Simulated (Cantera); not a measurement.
Thermodynamics of oxide etching and cleaning by halides, feed CaO + HF + O2

Feed: 1 mol CaO, 1.3 mol HF, 1.6 mol O2, held at 1650 K and 0.000110 bar.

Method: chemical equilibrium by Gibbs-energy minimisation in Cantera with the NASA 1993 tables (ideal gas, pure condensed phases). Candidate condensed phases: Ca, CaF2, CaO, Ca(OH)2, H2O; 29 gas species. Kinetics and transport are ignored.

```yaml
x(O2): 0.549
x(HF): 0.340
x(CaF2): 0.0537
x(H2O): 0.0525
x(OH): 0.00231
x(O): 0.00183
x(H2): 7.92e-5
x(H): 7.71e-5
x(F): 2.43e-5
n(CaO(s)): 0.844 mol
gas_amount: 2.905 mol
log10 activity of CaF2(s) (absent): -0.81
log10 activity of Ca(l) (absent): -12.42
```
